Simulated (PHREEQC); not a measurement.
Make-up at 8.3 °C: 5.5 mmol/kgw HCl, 1.2 mmol/kgw LiCl and 1.6 mmol/kgw Fe2(SO4)3. Closed to the air; pH follows from the charge balance.

Model: ion-association model, phreeqc.dat, run in PHREEQC.

| quantity | before | after |
|---|---|---|
| pH | 2.33 | 2.31 |
| ionic strength (mol/kgw) | 0.0149 | 0.0150 |
| FeSO4+ (mol/kgw) | 0.00229 | 0.00135 |
| SO4-2 (mol/kgw) | 0.00191 | 0.00155 |
| Fe+3 (mol/kgw) | 0.000580 | 0.000130 |
| HSO4- (mol/kgw) | 0.000440 | 0.00179 |
| SI of Goethite (FeOOH) | +3.71 | +5.10 |
| SI of Hematite (Fe2O3) | +9.35 | +12.41 |

### Question
Name the change that produced these shifts.
A) LiCl left out
B) 6.9e-05 mol/kgw H2SO4 added
C) HCl from 0.0055 to 0.00825 mol/kgw
D) temperature from 8.3 to 75 °C

### Answer
D, temperature from 8.3 to 75 °C

Precipitation was switched off in this run. Some of these states are supersaturated (in Hematite (slow to form), Goethite (slow to form), for instance). Away from 25 °C the constants follow the database's enthalpies or fits; those with neither stay at their 25 °C values.
